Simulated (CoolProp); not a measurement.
Computed with CoolProp (reference Helmholtz-energy equation of state, Lemmon 2013).

Give the vapour pressure (kPa), liquid cp (kJ/(kg K)), vapour Z, liquid viscosity (µPa s) of saturated propylene at 271.1, 284.5, 311.4 K.


```csv
T (K),p (kPa),liquid cp (kJ/(kg K)),vapour Z,liquid viscosity (µPa s)
271.1,549,2.43,0.883,123
284.5,808,2.53,0.847,108
311.4,1580,2.85,0.754,83.6
```

Viscosity comes from a separate model (Huber 2003), an estimate that may be off by 10 % or more.
